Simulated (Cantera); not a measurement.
**Moist CO burnout**

An isothermal, constant-pressure homogeneous reactor starts with CO : O₂ : H₂O : N₂ = 0.001 : 0.0058 : 0.099 : 1 (molar parts), equivalence ratio 0.086, at 1175 K and 0.230 bar.

Computed with Cantera and GRI-Mech 3.0 (53 species, 325 reactions).

| t (s) | x CO | x O₂ | x H₂O | x H₂ | x NO | x H |
|---|---|---|---|---|---|---|
| 8.00e-5 | 0.000904 | 0.00525 | 0.0895 | <1e-12 | <1e-12 | <1e-12 |
| 0.000288 | 0.000904 | 0.00525 | 0.0895 | <1e-12 | <1e-12 | <1e-12 |
| 0.00103 | 0.000904 | 0.00525 | 0.0895 | 7.49e-12 | <1e-12 | 6.22e-12 |
| 0.00371 | 0.000904 | 0.00525 | 0.0895 | 2.12e-10 | <1e-12 | 4.80e-11 |
| 0.0133 | 0.000904 | 0.00525 | 0.0895 | 1.34e-8 | <1e-12 | 1.41e-9 |
| 0.0480 | 0.000612 | 0.00515 | 0.0893 | 0.000139 | 6.96e-11 | 2.34e-5 |
| 0.172 | 3.36e-6 | 0.00480 | 0.0895 | 2.36e-5 | 1.98e-9 | 1.23e-6 |
| 0.619 | 6.35e-8 | 0.00479 | 0.0896 | 1.66e-6 | 2.06e-9 | 2.51e-8 |
| 2.23 | 4.36e-9 | 0.00479 | 0.0896 | 2.55e-7 | 2.09e-9 | 1.61e-9 |
| 8.00 | 8.63e-10 | 0.00479 | 0.0896 | 6.06e-8 | 2.10e-9 | 1.92e-10 |
x: mole fraction; the columns are a selection and need not sum to one.

Equilibrium at this temperature and pressure: CO 2.63e-10, O₂ 0.00478, H₂O 0.0896, H₂ 2.03e-8, NO 2.62e-5, H 3.67e-11 (gas phase only).
